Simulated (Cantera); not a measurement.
Input: 1 mol FeS, 310 mol H₂, 0.16 mol H₂O, at 2.10 mbar.

Equilibrium computed with Cantera from the NASA thermochemical tables; the gas is ideal and each condensed phase is pure. Candidate condensed phases: Fe, FeO, Fe(OH)₂, Fe(OH)₃, FeS, FeSO₄, FeS₂, Fe₂O₃, Fe₂(SO₄)₃, Fe₃O₄, H₂O, H₂SO₄, S; 22 gas species. Mutual solubility and eutectic melting of coexisting phases are not modelled. FeS: taken at fixed stoichiometry. Gases not in the tables: S₃ to S₇. Rates play no part.

x: gas mole fraction; n: condensed amount in mol.

```
T (K)   x H₂       x H      x Fe     x H₂S     x S  n Fe(α)  n FeS(s)  n Fe(γ)
-----  -----  --------  --------  --------  ------  -------  --------  -------
698    0.999    <1e-12    <1e-12   3.58e-5  <1e-12   0.0111     0.989        0
848    0.999  4.15e-10    <1e-12  0.000269  <1e-12   0.0833     0.917        0
998    0.998   4.69e-8  6.42e-12   0.00108       ?    0.336     0.664        0
1148   0.996   1.56e-6   3.80e-9   0.00310       ?    0.965    0.0345        0
1298   0.996   2.33e-5   4.91e-7   0.00311       ?        0         0    1.000
1448   0.996  0.000201   2.27e-5   0.00273       ?        0         0    0.993
1598   0.995   0.00116  0.000503   0.00201       ?        0         0    0.844
1748   0.989   0.00496   0.00320   0.00126       ?        0         0        0
1898   0.977    0.0169   0.00318  0.000686       ?        0         0        0
2048   0.946    0.0475   0.00313  0.000317       ?        0         0        0
2198   0.880     0.114   0.00302  0.000123       ?        0         0        0
```

**Question.** Fill in the missing entries.

**Answer.** 
- 998, x S: 2.44e-11
- 1148, x S: 8.71e-9
- 1298, x S: 3.59e-7
- 1448, x S: 6.03e-6
- 1598, x S: 4.90e-5
- 1748, x S: 0.000225
- 1898, x S: 0.000665
- 2048, x S: 0.00133
- 2198, x S: 0.00191
